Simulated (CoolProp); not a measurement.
Decamethylcyclopentasiloxane (D5) along the isobar 14.6 bar: Z from the reference equation and from simpler models built on Tc = 618.3 K, pc = 10.78 bar, ω = 0.631; each cubic takes its own stable root.

Model: reference Helmholtz-energy equation of state, Thol 2019, in CoolProp.

```csv
T (K),phase,reference,van der Waals,Soave-Redlich-Kwong,Peng-Robinson
316.6,liquid,0.2197,…,0.2574,0.2295
339,liquid,0.2104,0.3792,0.2444,0.2177
361.4,liquid,0.2026,0.3626,0.2335,0.2078
383.8,liquid,0.1960,0.3485,0.2245,0.1996
406.2,liquid,0.1905,…,0.2171,0.1928
428.6,liquid,…,0.3266,0.2112,0.1875
451,liquid,…,0.3184,0.2069,0.1834
473.4,liquid,0.1798,…,0.2040,0.1808
495.8,liquid,0.1782,0.3071,0.2028,0.1796
```

Problem. Some entries are withheld; supply them.

Solution. 
- 316.6, van der Waals: 0.3987
- 406.2, van der Waals: 0.3366
- 428.6, reference: 0.1860
- 451, reference: 0.1824
- 473.4, van der Waals: 0.3119
